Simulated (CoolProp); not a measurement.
Vapour-liquid equilibrium of CH2F2 (R32) (1) + R123 (2) at 607 kPa; x and y are mole fractions of (1).

The numbers come from the multi-fluid Helmholtz-energy mixture model, Tillner-Roth 1997 and Younglove 1994; pair parameters Bell 2016 in CoolProp.

| x | bubble temperature (°C) | y at the bubble point | dew temperature at overall composition x (°C) | liquid density (mol/L) |
|---|---|---|---|---|
| 0.05 | ___ | 0.336 | 86.6 | 8.940 |
| 0.2 | 36.8 | 0.784 | 79.4 | 10.43 |
| 0.35 | 18.7 | ___ | 71.3 | 11.81 |
| 0.5 | 8.7 | 0.943 | ___ | 13.28 |
| 0.65 | 2.3 | 0.965 | 50.5 | ___ |
| 0.8 | ___ | 0.981 | ___ | 17.06 |
| 0.95 | -7.3 | 0.995 | 6.9 | ___ |

Q: What belongs in the gaps?

A: 
- 0.05, bubble temperature (°C): 72.1
- 0.35, y at the bubble point: 0.901
- 0.5, dew temperature at overall composition x (°C): 62.0
- 0.65, liquid density (mol/L): 14.98
- 0.8, bubble temperature (°C): -2.7
- 0.8, dew temperature at overall composition x (°C): 34.8
- 0.95, liquid density (mol/L): 19.76

No azeotrope shows between x = 0.05 and 0.95.

Pair parameters are fitted to limited data, so mixtures are less certain than the pure fluids. The gap from Raoult's law changes sign with composition, which may be real or a fault of the pair parameters; it wasn't checked against measurements.
